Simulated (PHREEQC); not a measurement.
Solution (35 °C): 0.00395 mol Cu(NO3)2 per kg of water. It is in equilibrium with CO2 at log p = -2 (atm). Otherwise closed; pH follows from the charge balance.

Equilibrium calculation in PHREEQC: ion-association model, wateq4f.dat.

No solid was allowed to form.

Problem. Order these C species by the share of C that they hold, largest first: CO2, CuHCO3+, HCO3-.

Solution. CO2 (94 %), CuHCO3+ (3.2 %), HCO3- (2.5 %)

The pH is 4.68 and the ionic strength 0.0118 mol/kgw.
